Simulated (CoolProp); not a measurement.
A closed Brayton cycle with nitrogen: compressor inlet 328.15 K and 7.7 MPa, high pressure 23.5 MPa, turbine inlet 840 K, compressor efficiency 0.85, turbine efficiency 0.9, recuperator effectiveness 0.8 (on enthalpy, no pinch check). Each further row changes one setting.

Computed with CoolProp (reference Helmholtz-energy equation of state, Span 2000).

```json
[
 {"case": "as stated", "thermal efficiency (%)": "…", "net work (kJ/kg)": "69.4", "compressor to turbine work": "0.70", "compressor exit (K)": "475.0", "turbine exit (K)": "644.1"},
 {"case": "turbine inlet 790 K", "thermal efficiency (%)": "22.6", "net work (kJ/kg)": "55.8", "compressor to turbine work": "0.74", "compressor exit (K)": "475.0", "turbine exit (K)": "…"},
 {"case": "compressor inlet 338.15 K", "thermal efficiency (%)": "…", "net work (kJ/kg)": "…", "compressor to turbine work": "0.72", "compressor exit (K)": "489.3", "turbine exit (K)": "644.1"},
 {"case": "high pressure 20 MPa", "thermal efficiency (%)": "26.7", "net work (kJ/kg)": "…", "compressor to turbine work": "0.66", "compressor exit (K)": "450.8", "turbine exit (K)": "669.4"},
 {"case": "recuperator effectiveness 0.5", "thermal efficiency (%)": "…", "net work (kJ/kg)": "69.4", "compressor to turbine work": "0.70", "compressor exit (K)": "475.0", "turbine exit (K)": "644.1"}
]
```

Question: Some entries are withheld; supply them.

Answer: 
- as stated, thermal efficiency (%): 25.8
- turbine inlet 790 K, turbine exit (K): 604.0
- compressor inlet 338.15 K, thermal efficiency (%): 24.3
- compressor inlet 338.15 K, net work (kJ/kg): 64.3
- high pressure 20 MPa, net work (kJ/kg): 66.9
- recuperator effectiveness 0.5, thermal efficiency (%): 21.4
